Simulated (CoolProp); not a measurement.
Vapour-liquid equilibrium of m-xylene (1) + n-decane (2) at 0.818 bar; x and y are mole fractions of (1).

The numbers come from the multi-fluid Helmholtz-energy mixture model, Zhou 2012 and Lemmon 2006; pair parameters Bell 2016 in CoolProp.

### Question
Give the bubble temperature and the first vapour's composition at x = 0.5, 0.65, 0.95. Is there an azeotrope?

### Answer
x = 0.5: 417.8 K, y = 0.712; x = 0.65: 413.3 K, y = 0.822; x = 0.95: 405.6 K, y = 0.980. No azeotrope shows between x = 0.05 and 0.95.

Pair parameters are fitted to limited data, so mixtures are less certain than the pure fluids.
